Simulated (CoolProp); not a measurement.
Vapour-liquid equilibrium of R22 (1) + R134a (2) at 265.7 K; x and y are mole fractions of (1).

Model: multi-fluid Helmholtz-energy mixture model, Kamei 1995 and Tillner-Roth 1994; pair parameters Bell 2016, in CoolProp.

Q: Give the bubble pressure and the first vapour's composition at x = 0.2, 0.35, 0.5. Is there an azeotrope?

A: x = 0.2: 0.2627 MPa, y = 0.311; x = 0.35: 0.2899 MPa, y = 0.482; x = 0.5: 0.3149 MPa, y = 0.624. No azeotrope shows between x = 0.05 and 0.95.

Pair parameters are fitted to limited data, so mixtures are less certain than the pure fluids.
